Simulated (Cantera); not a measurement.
Equilibrium for chlorosilane synthesis and conversion: Si + Cl2 + H2

Charge: 1 mol Si, 2.2 mol Cl2, 1.6 mol H2, at 10.0 bar.

Equilibrium computed with Cantera from the NASA thermochemical tables; the gas is ideal and each condensed phase is pure. Candidate condensed phases: Si; 19 gas species. The tables' values for SiCl3 are old estimates; treat these amounts as uncertain. Equilibrium is a limit: real reactors are often held back by kinetics, nucleation or transport.

From 875 K to 1425 K nothing is condensed. The main Si-bearing gas is SiCl4 throughout.

```
T (K)   x H2  x SiCl4  x HCl  x SiHCl3   x SiCl3   x SiCl2  x SiH2Cl2
-----  -----  -------  -----  --------  --------  --------  ---------
875    0.497    0.354  0.146   0.00265   3.28e-6   1.76e-9    1.81e-6
925    0.496    0.353  0.147   0.00432   1.19e-5   1.59e-8    5.19e-6
975    0.493    0.350  0.150   0.00661   3.72e-5   1.12e-7    1.31e-5
1025   0.490    0.347  0.153   0.00959  0.000103   6.39e-7    2.94e-5
1075   0.486    0.344  0.156    0.0133  0.000256   3.03e-6    5.99e-5
1125   0.482    0.339  0.161    0.0176  0.000580   1.22e-5   0.000112
1175   0.476    0.333  0.167    0.0224   0.00121   4.27e-5   0.000193
1225   0.470    0.326  0.173    0.0276   0.00233  0.000131   0.000311
1275   0.463    0.318  0.181    0.0328   0.00420  0.000360   0.000469
1325   0.454    0.309  0.190    0.0378   0.00711  0.000887   0.000663
1375   0.445    0.298  0.201    0.0421    0.0113   0.00198   0.000880
1425   0.434    0.285  0.214    0.0453    0.0171   0.00401    0.00110
```
x: gas mole fraction; nothing condenses.
